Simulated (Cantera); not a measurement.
Feed: 1 mol HMDSO, 14 mol N2O, 20 mol N2, held at 0.0100 bar.

Cantera equilibrium calculation (NASA polynomials, part measured and part estimated; ideal gas, pure solids and liquids). Candidate condensed phases: C, C6H6, C7H8, C8H18, H2O, Si, SiC, SiO2, Si2N2O, Si3N4; 151 gas species. The feed counts by its element totals alone. The tables hold silica as quartz up to 1696 K and as liquid above; real silica turns to tridymite and cristobalite and melts near 1996 K. Equilibrium is a limit: real reactors are often held back by kinetics, nucleation or transport.

Problem. Which condensed phases are stable at each of these points (T (K)): 775, 875, 975, 1075, 1175, 1275, 1375, 1475, 1575, 1675, 1775, 1875?

Solution. 
| T (K) | condensed phases | Si condensed (%) |
|---|---|---|
| 775 | SiO2(α-quartz) | 100.0 |
| 875 | SiO2(β-quartz) | 100.0 |
| 975 | SiO2(β-quartz) | 100.0 |
| 1075 | SiO2(β-quartz) | 100.0 |
| 1175 | SiO2(β-quartz) | 100.0 |
| 1275 | SiO2(β-quartz) | 100.0 |
| 1375 | SiO2(β-quartz) | 100.0 |
| 1475 | SiO2(β-quartz) | 100.0 |
| 1575 | SiO2(β-quartz) | 100.0 |
| 1675 | SiO2(β-quartz) | 99.9 |
| 1775 | SiO2(condensed) | 99.6 |
| 1875 | SiO2(condensed) | 97.3 |

At 775 K the condensed part is SiO2(α-quartz). From 875 K to 1675 K the condensed part is SiO2(β-quartz). From 1775 K to 1875 K the condensed part is SiO2(condensed).
